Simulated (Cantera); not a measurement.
Input: 1 mol V, 0.41 mol NH3, equilibrated at 1.33 mbar.

These are equilibrium values from Cantera (NASA tables, ideal gas, pure condensed phases), not measurements of a reactor. Candidate condensed phases: V, VN; 11 gas species. Mutual solubility and eutectic melting of coexisting phases are not modelled. VN: taken at fixed stoichiometry. Condensed phases not in the tables: V2N, N, O or C dissolved in the metal. The numbers say what is thermodynamically allowed, not how fast it happens. All values below are at 1575 °C.

Base state: H2 0.797, N2 0.190, H 0.0130, V 0.000143 (mole fractions); condensed: V(s) + VN(s).

Q: What changes in the equilibrium state with this change: pressure from 1.33 mbar to 0.980 Pa?

A: 
| species | before | after |
|---|---|---|
| H2 | 0.797 | 0.619 |
| N2 | 0.190 | 0.228 |
| H | 0.0130 | 0.133 |
| V | 0.000143 | 0.0194 |
| V(s), mol | 0.880 | 0.983 |
| VN(s), mol | 0.120 | 0 |
